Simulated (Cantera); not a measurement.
What does this Cantera script print?

```python
import numpy as np
import cantera as ct

gas = ct.Solution("gri30.yaml")
gas.TPX = 1125, 100000, {'N2O': 1, 'H2O': 0.0089}
reactor = ct.IdealGasConstPressureReactor(gas, energy="off", clone=False)
net = ct.ReactorNet([reactor])
net.rtol, net.atol = 1e-08, 1e-18
show = ['N2O', 'H2O', 'H2', 'HO2', 'H']
times = np.geomspace(0.0002, 1, 15)

steps = ct.SolutionArray(gas, extra=["t"])
rows = []
print(f"{'t/s':>10s}{'T/K':>9s}{'P/Pa':>11s}" + "".join(f"{s:>11s}" for s in show))
for t in times:
    while net.time < t:
        t_next = net.step()
        steps.append(gas.state, t=t_next)
    rows.append([np.interp(t, steps.t, y) for y in (steps.T, steps.P, *steps(*show).X.T)])
    print(f"{t:10.3e}{rows[-1][0]:9.1f}{rows[-1][1]:11.4g}" + "".join(f"{x:11.3e}" for x in rows[-1][2:]))
rate = np.gradient(steps.T, steps.t)
print("integrator steps:", len(steps.t))
if steps.T.max() > steps.T[0] + 200:
    print(f"time of steepest temperature rise: {steps.t[rate.argmax()]:.4e} s")
gas.TPX = 1125, 100000, {'N2O': 1, 'H2O': 0.0089}
gas.equilibrate("TP")
print(f"equilibrium (TP): T = {gas.T:.1f} K  " + "  ".join(f"{s} {gas[s].X[0]:.3e}" for s in show))
```

Result:

```
       t/s      T/K       P/Pa        N2O        H2O         H2        HO2          H
 2.000e-04   1125.0      1e+05  9.911e-01  8.821e-03  3.995e-12  2.520e-08  1.125e-11
 3.675e-04   1125.0      1e+05  9.911e-01  8.821e-03  1.946e-11  7.927e-08  1.990e-11
 6.752e-04   1125.0      1e+05  9.910e-01  8.821e-03  8.292e-11  2.243e-07  3.377e-11
 1.241e-03   1125.0      1e+05  9.909e-01  8.820e-03  2.898e-10  5.363e-07  5.514e-11
 2.280e-03   1125.0      1e+05  9.907e-01  8.819e-03  8.267e-10  9.823e-07  8.725e-11
 4.189e-03   1125.0      1e+05  9.904e-01  8.818e-03  1.984e-09  1.256e-06  1.259e-10
 7.697e-03   1125.0      1e+05  9.897e-01  8.816e-03  3.871e-09  1.141e-06  1.499e-10
 1.414e-02   1125.0      1e+05  9.884e-01  8.812e-03  5.983e-09  8.937e-07  1.609e-10
 2.599e-02   1125.0      1e+05  9.861e-01  8.805e-03  7.272e-09  6.889e-07  1.698e-10
 4.775e-02   1125.0      1e+05  9.818e-01  8.793e-03  6.575e-09  5.245e-07  1.743e-10
 8.773e-02   1125.0      1e+05  9.740e-01  8.770e-03  4.557e-09  3.857e-07  1.741e-10
 1.612e-01   1125.0      1e+05  9.601e-01  8.729e-03  3.192e-09  2.677e-07  1.727e-10
 2.962e-01   1125.0      1e+05  9.353e-01  8.656e-03  2.549e-09  1.746e-07  1.714e-10
 5.442e-01   1125.0      1e+05  8.924e-01  8.529e-03  2.183e-09  1.088e-07  1.678e-10
 1.000e+00   1125.0      1e+05  8.208e-01  8.318e-03  1.914e-09  6.622e-08  1.590e-10
integrator steps: 941
equilibrium (TP): T = 1125.0 K  N2O 8.311e-09  H2O 5.898e-03  H2 2.486e-11  HO2 1.884e-09  H 2.230e-13
```

Detailed kinetics in Cantera: GRI-Mech 3.0 (53 species, 325 reactions). GRI-Mech 3.0 was tuned for natural gas; its chemistry of N2O as a main component is partial and can be far from experiment. The mechanism lacks the step 2 NO + O2 → 2 NO2, which can matter for NO2 below about 1400 K. The temperature is held fixed by assumption; the heat of reaction is taken as removed at once.
